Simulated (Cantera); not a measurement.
Cantera run, input and output.

```python
import numpy as np
import cantera as ct

gas = ct.Solution("gri30.yaml")
gas.TPX = 1175, 100000, {'H2': 0.6, 'O2': 1, 'N2': 0.58}
reactor = ct.IdealGasConstPressureReactor(gas, energy="off", clone=False)
net = ct.ReactorNet([reactor])
net.rtol, net.atol = 1e-08, 1e-18
show = ['H2', 'O2', 'OH', 'H2O2', 'H2O', 'N2O', 'H']
times = np.geomspace(7e-06, 4, 9)

steps = ct.SolutionArray(gas, extra=["t"])
rows = []
print(f"{'t/s':>10s}{'T/K':>9s}{'P/Pa':>11s}" + "".join(f"{s:>11s}" for s in show))
for t in times:
    while net.time < t:
        t_next = net.step()
        steps.append(gas.state, t=t_next)
    rows.append([np.interp(t, steps.t, y) for y in (steps.T, steps.P, *steps(*show).X.T)])
    print(f"{t:10.3e}{rows[-1][0]:9.1f}{rows[-1][1]:11.4g}" + "".join(f"{x:11.3e}" for x in rows[-1][2:]))
rate = np.gradient(steps.T, steps.t)
print("integrator steps:", len(steps.t))
if steps.T.max() > steps.T[0] + 200:
    print(f"time of steepest temperature rise: {steps.t[rate.argmax()]:.4e} s")
gas.TPX = 1175, 100000, {'H2': 0.6, 'O2': 1, 'N2': 0.58}
gas.equilibrate("TP")
print(f"equilibrium (TP): T = {gas.T:.1f} K  " + "  ".join(f"{s} {gas[s].X[0]:.3e}" for s in show))
```

Output:

```
       t/s      T/K       P/Pa         H2         O2         OH       H2O2        H2O        N2O          H
 7.000e-06   1175.0      1e+05  2.752e-01  4.587e-01  1.002e-07  4.641e-10  8.585e-07  3.514e-14  5.459e-07
 3.670e-05   1175.0      1e+05  2.803e-02  3.772e-01  3.672e-03  5.277e-05  2.818e-01  2.448e-08  2.631e-03
 1.925e-04   1175.0      1e+05  5.038e-03  3.737e-01  1.182e-04  3.680e-05  3.131e-01  3.914e-08  1.022e-05
 1.009e-03   1175.0      1e+05  1.814e-03  3.728e-01  3.902e-05  1.271e-05  3.170e-01  4.393e-08  1.185e-06
 5.292e-03   1175.0      1e+05  2.371e-04  3.724e-01  1.373e-05  5.409e-07  3.189e-01  4.759e-08  5.418e-08
 2.775e-02   1175.0      1e+05  6.615e-06  3.723e-01  5.626e-06  8.711e-09  3.191e-01  4.804e-08  6.569e-10
 1.455e-01   1175.0      1e+05  4.023e-09  3.723e-01  4.440e-06  3.815e-09  3.191e-01  4.600e-08  7.908e-12
 7.629e-01   1175.0      1e+05  3.935e-09  3.723e-01  4.378e-06  3.716e-09  3.191e-01  3.656e-08  7.745e-12
 4.000e+00   1175.0      1e+05  3.935e-09  3.723e-01  4.376e-06  3.713e-09  3.191e-01  1.344e-08  7.741e-12
integrator steps: 1499
equilibrium (TP): T = 1175.0 K  H2 3.935e-09  O2 3.723e-01  OH 4.375e-06  H2O2 3.712e-09  H2O 3.191e-01  N2O 6.002e-09  H 7.741e-12
```

Detailed kinetics in Cantera: GRI-Mech 3.0 (53 species, 325 reactions). The temperature is held fixed by assumption; the heat of reaction is taken as removed at once.
